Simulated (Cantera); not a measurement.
A closed system holds: 1 mol Pb, 0.17 mol O₂, 1.9 mol N₂, held at 1 atm.

Equilibrium computed with Cantera from the NASA thermochemical tables; the gas is ideal and each condensed phase is pure. Candidate condensed phases: Pb, PbO, PbO₂, Pb₃O₄; 12 gas species. Each liquid is taken as pure. Mutual solubility and eutectic melting of coexisting phases are not modelled. Gases not in the tables: (PbO)n polymers. The numbers say what is thermodynamically allowed, not how fast it happens.

**Question.** Which condensed phases are stable at each of these points (T (K)): 1450, 1525, 1600, 1675, 1750, 1825, 1900?

**Answer.** 
| T (K) | condensed phases | Pb condensed (%) |
|---|---|---|
| 1450 | Pb(l) + PbO(l) | 96.3 |
| 1525 | Pb(l) + PbO(l) | 91.5 |
| 1600 | Pb(l) + PbO(l) | 81.6 |
| 1675 | Pb(l) + PbO(l) | 60.4 |
| 1750 | Pb(l) | 13.4 |
| 1825 | gas only | 0.0 |
| 1900 | gas only | 0.0 |

From 1450 K to 1675 K the condensed part is Pb(l) + PbO(l). At 1750 K the condensed part is Pb(l). From 1825 K to 1900 K nothing is condensed.
